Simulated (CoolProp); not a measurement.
Vapour-liquid equilibrium of propylene (1) + isobutane (2) at 0.642 MPa; x and y are mole fractions of (1).

Computed with CoolProp (multi-fluid Helmholtz-energy mixture model, Lemmon 2013 and Bücker 2006; pair parameters Bell 2016).

```
x     bubble temperature (°C)  y at the bubble point  dew temperature at overall composition x (°C)  liquid density (mol/L)
----  -----------------------  ---------------------  ---------------------------------------------  ----------------------
0.05                     43.0                  0.132                                           45.8                   9.155
0.2                      34.4                  0.384                                           40.7                   9.670
0.35                     28.4                  0.551                                           35.5                   10.19
0.5                      23.0                  0.696                                           30.3                   10.74
0.65                     17.2                  0.825                                           24.8                   11.36
0.8                      11.0                  0.927                                           18.5                   12.01
0.95                      4.9                  0.988                                            9.0                   12.66
```

No azeotrope shows between x = 0.05 and 0.95.

Pair parameters are fitted to limited data, so mixtures are less certain than the pure fluids. The gap from Raoult's law changes sign with composition, which may be real or a fault of the pair parameters; it wasn't checked against measurements.
